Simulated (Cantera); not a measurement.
# CaCl2 + O2 + H2 + H2O (halide evaporation, hydrolysis and transport)

Charge: 1 mol CaCl2, 0.26 mol O2, 0.16 mol H2, 19 mol H2O, equilibrated at 0.00190 bar.

Method: chemical equilibrium by Gibbs-energy minimisation in Cantera with the NASA 1993 tables (ideal gas, pure condensed phases). Candidate condensed phases: Ca, CaCl2, CaO, Ca(OH)2, H2O; 21 gas species. Condensed phases not in the tables: oxide chlorides. Kinetics and transport are ignored.

```csv
T (K),x H2O,x HCl,x H2,x O2,x OH,x H,x Cl,n CaO(s)
1100,0.893,0.0979,2.87e-7,0.00882,4.41e-6,3.18e-10,9.70e-5,0.997
1200,0.893,0.0974,2.78e-6,0.00879,1.94e-5,7.55e-9,0.000229,0.993
1300,0.894,0.0964,1.91e-5,0.00872,6.78e-5,1.11e-7,0.000473,0.986
1400,0.894,0.0949,9.98e-5,0.00863,0.000198,1.11e-6,0.000873,0.974
1500,0.894,0.0927,0.000420,0.00856,0.000503,8.27e-6,0.00147,0.959
1600,0.893,0.0898,0.00146,0.00869,0.00114,4.76e-5,0.00232,0.939
1700,0.890,0.0862,0.00422,0.00946,0.00239,0.000220,0.00349,0.916
1800,0.880,0.0819,0.0102,0.0115,0.00474,0.000828,0.00511,0.891
1900,0.861,0.0766,0.0208,0.0153,0.00893,0.00263,0.00729,0.867
2000,0.828,0.0704,0.0374,0.0215,0.0159,0.00722,0.0101,0.843
2100,0.774,0.0631,0.0605,0.0302,0.0268,0.0176,0.0135,0.818
```
x: gas mole fraction; n: condensed amount in mol.

From 1100 K to 2100 K the condensed part is CaO(s). The main Ca-bearing gas is CaCl2 throughout. The share of Ca in condensed phases is highest at 1100 K (99.7 %) and lowest at 2100 K (81.8 %).
